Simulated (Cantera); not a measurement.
Gas mixture: CO₂ = 0.47 (molar parts), at 4.93 atm, frozen composition.

Cantera's kinetic-theory transport with the Lennard-Jones parameters of GRI-Mech 3.0, ideal gas; thermal conductivity in the mixture-averaged form.

One state of this run: ρ (kg/m³) = 4.41; cp (J/kg/K) = 1076; μ (µPa s) = 27.9; λ (mW/m/K) = 41.0; Pr = 0.731; D (cm²/s) N₂ = 0.110; D (cm²/s) H = 0.706; D (cm²/s) CH₃ = 0.124. D: mixture-averaged diffusion coefficient of that species in the mixture.

Task: Which value of T (K) does it belong to?
(A) 1400
(B) 1000
(C) 1600
(D) 600

Result: D, 600
